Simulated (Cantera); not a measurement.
Charge: 1 mol Si₃N₄, 3.8 mol H₂, held at 1500 °C and 1.33 mbar.

These are equilibrium values from Cantera (NASA tables, ideal gas, pure condensed phases), not measurements of a reactor. Candidate condensed phases: Si, Si₃N₄; 18 gas species. The tables' values for SiN are old estimates; treat these amounts as uncertain. Gases not in the tables: Si₂H₆ and higher silanes. Equilibrium is a limit: real reactors are often held back by kinetics, nucleation or transport.

Base state: H₂ 0.649, N₂ 0.343, H 0.00628, Si 0.00160, SiH 5.80e-5, Si₂N 2.72e-5, SiN 1.64e-5, SiH₂ 1.60e-5 (mole fractions); condensed: Si(l).

What changes in the equilibrium state with this change: temperature from 1500 °C to 777 °C?


```json
[
 {"species": "H₂", "before": "0.649", "after": "1.00"},
 {"species": "H", "before": "0.00628", "after": "2.22e-7"},
 {"species": "N₂", "before": "0.343", "after": "1.04e-7"},
 {"species": "Si", "before": "0.00160", "after": "<1e-9"},
 {"species": "SiH", "before": "5.80e-5", "after": "<1e-9"},
 {"species": "Si₂N", "before": "2.72e-5", "after": "<1e-9"},
 {"species": "SiN", "before": "1.64e-5", "after": "<1e-9"},
 {"species": "Si(l), mol", "before": "2.99", "after": "0"},
 {"species": "Si₃N₄(s), mol", "before": "0", "after": "1.00"}
]
```
